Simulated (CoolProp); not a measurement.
Values from CoolProp's reference Helmholtz-energy equation of state, Thol 2017.

Question: For octamethyltrisiloxane (MDM), give the phase and the density (kg/m³), cp (kJ/(kg K)), speed of sound (m/s), Joule-Thomson coefficient (K/MPa) at 353.9 K and 760 kPa; 436.6 K and 760 kPa; 464.2 K and 760 kPa.

Answer: 
- 353.9 K and 760 kPa: liquid; density 759, cp 1.92, speed of sound 738, Joule-Thomson coefficient -0.349
- 436.6 K and 760 kPa: liquid; density 664, cp 2.14, speed of sound 483, Joule-Thomson coefficient -0.111
- 464.2 K and 760 kPa: liquid; density 627, cp 2.22, speed of sound 400, Joule-Thomson coefficient 0.0514
